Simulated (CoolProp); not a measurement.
Computed with CoolProp (reference Helmholtz-energy equation of state, Lemmon 2005).

### Question
For R125, give the phase and the cv (kJ/(kg K)), viscosity (µPa s), conductivity (mW/(m K)) at 345.2 K and 0.0172 MPa; 345.2 K and 0.222 MPa.

### Answer
- 345.2 K and 0.0172 MPa: gas; cv 0.790, viscosity 14.9, conductivity 17.6
- 345.2 K and 0.222 MPa: gas; cv 0.794, viscosity 14.9, conductivity 17.7

Viscosity comes from a separate model (Huber 2006). Thermal conductivity comes from a separate model (Perkins 2006).
